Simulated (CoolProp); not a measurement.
Carbon dioxide at 426.26 K and 0.144 MPa flows at 0.17 m/s in a round tube of 12.7 mm bore and 15 µm roughness, fully developed (64/Re and Nu = 3.66 if laminar; Colebrook and Gnielinski if turbulent). Each further row changes one setting.

Computed with CoolProp (reference Helmholtz-energy equation of state, Span 1996).

| case | Reynolds number | Darcy friction factor | pressure drop (Pa/m) | heat-transfer coefficient (W/(m² K)) | mass flow (kg/h) |
|---|---|---|---|---|---|
| as stated | 186 | 0.344 | 0.702 | 7.74 | 0.139 |
| velocity 0.34 m/s | 372 | 0.172 | 1.40 | 7.74 | 0.278 |
| diameter 25.4 mm | 372 | 0.172 | 0.175 | 3.87 | 0.556 |

Viscosity comes from a separate model (Laesecke 2017). Thermal conductivity comes from a separate model (Huber 2016).
